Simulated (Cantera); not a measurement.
## Fe₃O₄ + CH₄ + N₂ (carbothermic reduction)

Input: 1 mol Fe₃O₄, 5.3 mol CH₄, 3.6 mol N₂, held at 2.18 Torr.

These are equilibrium values from Cantera (NASA tables, ideal gas, pure condensed phases), not measurements of a reactor. Candidate condensed phases: C, C₆H₆, C₇H₈, C₈H₁₈, Fe, Fe(CO)₅, FeO, Fe(OH)₂, Fe(OH)₃, Fe₂O₃, Fe₃O₄, H₂O; 140 gas species. Iron dissolves carbon and melts from about 1420 K in contact with it, which pure phases cannot show. Condensed phases not in the tables: cementite and carbon dissolved in iron. Equilibrium is a limit: real reactors are often held back by kinetics, nucleation or transport.

| T (K) | log p H₂ | log p CO | log p N₂ | log p Fe | log p H | log p HCN | log p C₂H₂ (acetylene) | n C(graphite) | n Fe(l) |
|---|---|---|---|---|---|---|---|---|---|
| 1850 | -2.79 | -3.21 | -3.25 | -4.23 | -4.66 | -5.13 | -6.37 | 1.24 | 2.62 |
| 1875 | -2.79 | -3.21 | -3.26 | -4.09 | -4.58 | -5.08 | -6.29 | 1.24 | 2.47 |
| 1900 | -2.80 | -3.22 | -3.26 | -3.95 | -4.50 | -5.04 | -6.22 | 1.23 | 2.27 |
| 1925 | -2.81 | -3.22 | -3.27 | -3.82 | -4.42 | -5.00 | -6.14 | 1.22 | 1.99 |
| 1950 | -2.82 | -3.23 | -3.28 | -3.69 | -4.35 | -4.97 | -6.08 | 1.21 | 1.61 |
| 1975 | -2.83 | -3.24 | -3.29 | -3.56 | -4.28 | -4.94 | -6.02 | 1.20 | 1.08 |
| 2000 | -2.85 | -3.26 | -3.31 | -3.44 | -4.21 | -4.91 | -5.96 | 1.19 | 0.350 |
| 2025 | -2.86 | -3.27 | -3.32 | -3.39 | -4.14 | -4.88 | -5.90 | 1.18 | 0 |
| 2050 | -2.86 | -3.27 | -3.32 | -3.39 | -4.07 | -4.84 | -5.83 | 1.16 | 0 |
| 2075 | -2.86 | -3.27 | -3.32 | -3.39 | -4.01 | -4.80 | -5.77 | 1.15 | 0 |
log p: log10 of the partial pressure in bar; n: condensed amount in mol.

From 1850 K to 2000 K the condensed part is C(graphite) + Fe(l). From 2025 K to 2075 K the condensed part is C(graphite). The main Fe-bearing gas is Fe throughout.
